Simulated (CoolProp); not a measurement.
Properties of ammonia along the isobar 3.31 bar (Tc = 405.6 K, pc = 113.6 bar, ω = 0.256).

Model: reference Helmholtz-energy equation of state, Gao 2020, in CoolProp.

| T (K) | phase | cp (kJ/(kg K)) | conductivity (mW/(m K)) | Prandtl number |
|---|---|---|---|---|
| 261 | liquid | (withheld) | 597 | 1.49 |
| 273.4 | gas | 2.520 | 23.2 | 0.987 |
| 285.9 | gas | 2.419 | 24.2 | 0.958 |
| 298.4 | gas | 2.354 | 25.2 | (withheld) |
| 310.8 | gas | 2.315 | 26.4 | 0.922 |
| 323.3 | gas | (withheld) | 27.7 | 0.910 |
| 335.8 | gas | 2.282 | 29.0 | 0.901 |
| 348.2 | gas | 2.281 | 30.5 | 0.893 |
| 360.7 | gas | 2.285 | 32.0 | 0.887 |
| 373.2 | gas | 2.295 | 33.7 | 0.880 |
| 385.6 | gas | (withheld) | 35.4 | 0.874 |
| 398.1 | gas | 2.322 | 37.1 | 0.868 |
| 410.6 | gas | (withheld) | 39.0 | (withheld) |
| 423 | gas | 2.357 | 40.9 | 0.857 |
| 435.5 | gas | 2.376 | 42.8 | 0.852 |

### Question
Some entries are withheld; supply them.

### Answer

- 261, cp (kJ/(kg K)): 4.550
- 298.4, Prandtl number: 0.937
- 323.3, cp (kJ/(kg K)): 2.292
- 385.6, cp (kJ/(kg K)): 2.307
- 410.6, cp (kJ/(kg K)): 2.339
- 410.6, Prandtl number: 0.862

Viscosity comes from a separate model (Fenghour 1995). Thermal conductivity comes from a separate model (Tufeu 1984).
